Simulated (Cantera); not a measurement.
Source: NASA polynomial tables (part measured, part estimated), evaluated in Cantera. Values are per mole of reaction as written; species without (g) are pure solids or liquids, kept so even where they would boil at 1 bar.

Between 948 and 1348 K, where is each reaction favourable under standard conditions?
- 2 KHF2 + Cl2(g) → 2 KCl(g) + 2 H(g) + 4 F(g)


- 2 KHF2 + Cl2(g) → 2 KCl(g) + 2 H(g) + 4 F(g): ΔG° is 1364 kJ at 948 K and 1043 kJ at 1348 K; it stays positive (K < 1). ΔH° is 2114 kJ and ΔS° 794 J/K at 1348 K.
